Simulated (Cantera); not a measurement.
A perfectly stirred reactor is fed with CO : H2 : CH4 : O2 : N2 : H2O = 1 : 0.13 : 0.17 : 1.56 : 5.87 : 0.5 (molar parts), equivalence ratio 0.58, at 825 Torr; it is adiabatic with a 725 K inlet, and is followed from long to short residence time, starting on the burning branch (τ in s: 0.42, 0.15, 0.056, 0.02, 0.0073, 0.0026, 0.00096, 0.00035, 0.00013, 4.6e-05).

Cantera simulation using GRI-Mech 3.0 (53 species, 325 reactions); the numbers are that mechanism's predictions, not measurements.

**Question.** Predict: blow-out, bracketed by the residence times tried; x(CO) at τ = 0.420 s; x(H2) at τ = 0.420 s; x(CH4) at τ = 0.420 s; x(H) at τ = 0.420 s; x(H2O2) at τ = 0.420 s; x(CO) at τ = 2.60 ms; x(H2) at τ = 2.60 ms; x(CH4) at τ = 2.60 ms; x(H) at τ = 2.60 ms; x(H2O2) at τ = 2.60 ms.

**Answer.** 
```json
{
  "blow_out_bracketed_by_the_residence_times_tried": "burning at 0.130 ms, out at 46.0 µs",
  "x(CO) at τ = 0.420 s": "0.00111",
  "x(H2) at τ = 0.420 s": "0.000185",
  "x(CH4) at τ = 0.420 s": "3.28e-7",
  "x(H) at τ = 0.420 s": "3.38e-5",
  "x(H2O2) at τ = 0.420 s": "7.08e-8",
  "x(CO) at τ = 2.60 ms": "0.0103",
  "x(H2) at τ = 2.60 ms": "0.00157",
  "x(CH4) at τ = 2.60 ms": "1.45e-5",
  "x(H) at τ = 2.60 ms": "0.000923",
  "x(H2O2) at τ = 2.60 ms": "2.09e-7"
}
```
